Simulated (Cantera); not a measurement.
**Thermodynamics of aluminium and copper etching, feed Al + I2 + H2**

Input: 1 mol Al, 3.4 mol I2, a varied amount of H2, equilibrated at 900 K and 73000 Pa.

Cantera equilibrium calculation (NASA polynomials, part measured and part estimated; ideal gas, pure solids and liquids). Candidate condensed phases: Al, AlI3, I2; 11 gas species. Equilibrium is a limit: real reactors are often held back by kinetics, nucleation or transport.

| n(H2) (mol) | x HI | x I2 | x AlI3 | x H2 | x I | x Al2I6 |
|---|---|---|---|---|---|---|
| 0.34 | 0.204 | 0.473 | 0.302 | 0.00253 | 0.0160 | 0.00232 |
| 0.78 | 0.393 | 0.311 | 0.267 | 0.0144 | 0.0130 | 0.00181 |
| 1.2 | 0.509 | 0.202 | 0.240 | 0.0370 | 0.0105 | 0.00147 |
| 1.7 | 0.577 | 0.120 | 0.214 | 0.0802 | 0.00804 | 0.00117 |
| 2.1 | 0.590 | 0.0809 | 0.198 | 0.124 | 0.00662 | 0.000993 |
| 2.5 | 0.582 | 0.0572 | 0.183 | 0.171 | 0.00557 | 0.000853 |
| 3 | 0.559 | 0.0396 | 0.168 | 0.228 | 0.00463 | 0.000716 |
| 3.4 | 0.537 | 0.0307 | 0.157 | 0.271 | 0.00408 | 0.000629 |
x: gas mole fraction; nothing condenses.

From 0.34 mol H2 to 3.4 mol H2 nothing is condensed. The main Al-bearing gas is AlI3 throughout.
